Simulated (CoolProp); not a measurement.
Vapour-liquid equilibrium of n-heptane (1) + ethylbenzene (2) at 1.11 kPa; x and y are mole fractions of (1).

Computed with CoolProp (multi-fluid Helmholtz-energy mixture model, Span 2003 and Zhou 2012; pair parameters Bell 2016).

### Question
Give the bubble temperature and the first vapour's composition at x = 0.05, 0.125, 0.275. Is there an azeotrope?

### Answer
x = 0.05: 290.8 K, y = 0.288; x = 0.125: 285.8 K, y = 0.517; x = 0.275: 279.7 K, y = 0.721. No azeotrope shows between x = 0.05 and 0.95.

The pair parameters rest on a limited set of measurements; away from them the model extrapolates.
